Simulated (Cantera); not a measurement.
Moist CO burnout

A perfectly stirred reactor is fed with 0.584 % CO, 1.60 % O2, 3.67 % H2O, 94.1 % N2, equivalence ratio 0.18, at 1.10 bar; it is held at 1350 K, and followed from long to short residence time.

Cantera simulation using GRI-Mech 3.0 (53 species, 325 reactions); the numbers are that mechanism's predictions, not measurements.

```
τ (s)        x CO    x O2   x H2O   x H2O2    x HO2    x N2O      x H2
-------  --------  ------  ------  -------  -------  -------  --------
11        8.08e-6  0.0131  0.0368  4.93e-9  4.84e-8  1.60e-7   1.19e-6
2.3       2.35e-5  0.0131  0.0368  1.22e-8  1.33e-7  3.47e-7   3.28e-6
0.48      6.75e-5  0.0131  0.0368  2.92e-8  3.56e-7  5.37e-7   9.15e-6
0.10     0.000192  0.0132  0.0367  6.58e-8  8.75e-7  5.26e-7   2.54e-5
0.021    0.000531  0.0134  0.0367  1.34e-7  1.83e-6  3.85e-7   6.72e-5
0.0044    0.00138  0.0138  0.0365  2.34e-7  3.05e-6  2.47e-7  0.000155
0.00092   0.00313  0.0146  0.0363  3.05e-7  4.01e-6  1.29e-7  0.000246
```
x: mole fraction; the columns are a selection and need not sum to one.
